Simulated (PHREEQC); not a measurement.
Make-up at 39 °C: 0.0025 mol Na2SO4, 0.0044 mol NaHCO3 and 0.027 mol MgCl2 per kg of water. Closed to the air; pH follows from the charge balance.

Model: Pitzer model, pitzer.dat, run in PHREEQC.

```yaml
pH: 7.67
ionic_strength: 0.0926 mol/kgw
specific_conductance: 8360 µS/cm
density: 0.995 g/cm³
osmotic_coefficient: 0.873
total_alkalinity: 4.40 meq/kg
```

```tsv
species	molality	activity	log γ
Cl-	0.0540	0.0416	-0.113
Mg+2	0.0269	0.0104	-0.413
Na+	0.00940	0.00747	-0.100
HCO3-	0.00415	0.00312	-0.124
SO4-2	0.00250	0.000600	-0.620
CO2	0.000128	0.000129	0.005
MgCO3	9.16e-5	9.16e-5	0.000
CO3-2	3.17e-5	8.46e-6	-0.574
MgOH+	2.87e-6	2.43e-6	-0.072
OH-	1.82e-6	1.28e-6	-0.151
H+	2.68e-8	2.13e-8	-0.100
HSO4-	2.34e-9	1.81e-9	-0.110
```

No solid was allowed to form. Saturation is exceeded, for instance for Magnesite (slow to form); the values hold only as long as no solid forms. Species that the database lacks are ignored. At this temperature some constants are extrapolated from 25 °C, and those without enthalpy data are left unchanged.
